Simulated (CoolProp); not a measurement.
Vapour-liquid equilibrium of propane (1) + n-butane (2) at 0.164 bar; x and y are mole fractions of (1).

Computed with CoolProp (multi-fluid Helmholtz-energy mixture model, Lemmon 2009 and Bücker 2006; pair parameters Kunz 2012).

| x | bubble temperature (K) | y at the bubble point | dew temperature at overall composition x (K) | liquid density (mol/L) |
|---|---|---|---|---|
| 0.05 | 228.2 | 0.261 | 231.9 | 11.22 |
| 0.15 | 221.0 | 0.567 | 230.2 | 11.54 |
| 0.25 | 215.6 | 0.728 | 228.4 | 11.83 |
| 0.35 | 211.4 | 0.822 | 226.4 | 12.12 |
| 0.45 | 208.0 | 0.881 | 224.1 | 12.41 |
| 0.55 | 205.2 | 0.920 | 221.5 | 12.69 |
| 0.65 | 202.8 | 0.948 | 218.4 | 12.98 |
| 0.75 | 200.8 | 0.968 | 214.7 | 13.27 |
| 0.85 | 199.0 | 0.983 | 209.9 | 13.57 |
| 0.95 | 197.4 | 0.995 | 202.7 | 13.88 |

No azeotrope shows between x = 0.05 and 0.95.

The pair parameters rest on a limited set of measurements; away from them the model extrapolates.
